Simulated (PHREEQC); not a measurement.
## Spent oxide etchant

Consider water at 34 °C with 0.0016 mol NH4HF2, 0.015 mol (NH4)2SiF6, 0.1 mol H3BO3 and 0.0013 mol HCl per kg of water. Closed to the air; pH follows from the charge balance.

Model: ion-association model, phreeqc.dat, run in PHREEQC.

No solid was allowed to form.

Task: What pH, ionic strength does the model give?

Result: pH 3.36; ionic strength 0.0383 mol/kgw.

Task: In which forms is B present?

Result: H3BO3 83 %, BF4- 8.4 %, BF2(OH)2- 4.9 %, BF3OH- 3.1 % of the B.

Examples of supersaturated solids here: SiO2(a), Quartz (slow to form). Others may be too. SiF6-2 is the database's only silicon fluoride. Real BF4- forms and hydrolyses slowly; the run takes it at equilibrium.
